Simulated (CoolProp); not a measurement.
A simple Rankine cycle with n-perfluoropentane: condensing at 332.15 K, boiler at 1.56 MPa, turbine inlet 421.6 K, turbine efficiency 0.85, pump efficiency 0.6, no recuperator. Each further row changes one setting.

The numbers come from the reference Helmholtz-energy equation of state, Gao 2022 in CoolProp.

```
case                             thermal efficiency (%)  net work (kJ/kg)  heat in (kJ/kg)  turbine exit temperature (K)  volume ratio over the turbine
-------------------------------  ----------------------  ----------------  ---------------  ----------------------------  -----------------------------
as stated                                           8.8              13.1              149                         391.6                           7.73
turbine inlet 441.6 K                               8.5              14.6              172                         414.0                           7.02
condensing temperature 324.15 K                     9.7              15.3              158                         388.8                           9.90
boiler pressure 1.09 MPa                            7.4              11.5              156                         400.9                           4.64
turbine efficiency 0.75                             7.7              11.4              149                         393.4                           7.78
```
